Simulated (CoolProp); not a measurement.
Vapour-liquid equilibrium of octamethyltrisiloxane (MDM) (1) + octamethylcyclotetrasiloxane (D4) (2) at 90.25 °C; x and y are mole fractions of (1).

Values from CoolProp's multi-fluid Helmholtz-energy mixture model, Thol 2017 and Thol 2015; pair parameters Bell 2016.

| x | bubble pressure, mixture model (kPa) | bubble pressure, Raoult's law (kPa) | y, mixture model | y, Raoult's law |
|---|---|---|---|---|
| 0.05 | 6.228 | 6.167 | 0.119 | 0.112 |
| 0.125 | 6.882 | 6.768 | 0.263 | 0.255 |
| 0.2 | 7.503 | 7.370 | 0.379 | 0.374 |
| 0.275 | 8.102 | 7.972 | 0.476 | 0.476 |
| 0.35 | 8.687 | 8.573 | 0.559 | 0.563 |
| 0.425 | 9.265 | 9.175 | 0.632 | 0.639 |
| 0.5 | 9.841 | 9.776 | 0.697 | 0.705 |
| 0.575 | 10.42 | 10.38 | 0.756 | 0.764 |
| 0.65 | 11.00 | 10.98 | 0.809 | 0.816 |
| 0.725 | 11.59 | 11.58 | 0.858 | 0.863 |
| 0.8 | 12.18 | 12.18 | 0.902 | 0.905 |
| 0.875 | 12.78 | 12.78 | 0.942 | 0.944 |
| 0.95 | 13.38 | 13.39 | 0.978 | 0.978 |

The largest gap from Raoult's law is +1.8 % in bubble pressure, at x = 0.2. No azeotrope shows between x = 0.05 and 0.95.

The pair parameters rest on a limited set of measurements; away from them the model extrapolates.
